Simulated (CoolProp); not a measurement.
Vapour-liquid equilibrium of CHF3 (R23) (1) + R227EA (2) at 2.91 bar; x and y are mole fractions of (1).

Computed with CoolProp (multi-fluid Helmholtz-energy mixture model, Penoncello 2003 and Lemmon 2016; pair parameters Bell 2016).

```
x     bubble temperature (K)  y at the bubble point  dew temperature at overall composition x (K)  liquid density (mol/L)
----  ----------------------  ---------------------  --------------------------------------------  ----------------------
0.05                       ?                  0.337                                         282.8                   8.957
0.2                    247.7                  0.796                                         278.1                   10.30
0.35                   233.5                  0.916                                             ?                   11.59
0.5                    225.3                      ?                                         266.3                       ?
0.65                   220.1                  0.976                                         258.4                       ?
0.8                    216.2                      ?                                             ?                   16.32
0.95                   212.8                      ?                                         226.9                   18.59
```

### Question
Complete the blanks.

### Answer

- 0.05, bubble temperature (K): 273.2
- 0.35, dew temperature at overall composition x (K): 272.7
- 0.5, y at the bubble point: 0.957
- 0.5, liquid density (mol/L): 12.95
- 0.65, liquid density (mol/L): 14.48
- 0.8, y at the bubble point: 0.987
- 0.8, dew temperature at overall composition x (K): 247.4
- 0.95, y at the bubble point: 0.997

No azeotrope shows between x = 0.05 and 0.95.

The pair parameters rest on a limited set of measurements; away from them the model extrapolates. The gap from Raoult's law changes sign with composition, which may be real or a fault of the pair parameters; it wasn't checked against measurements.
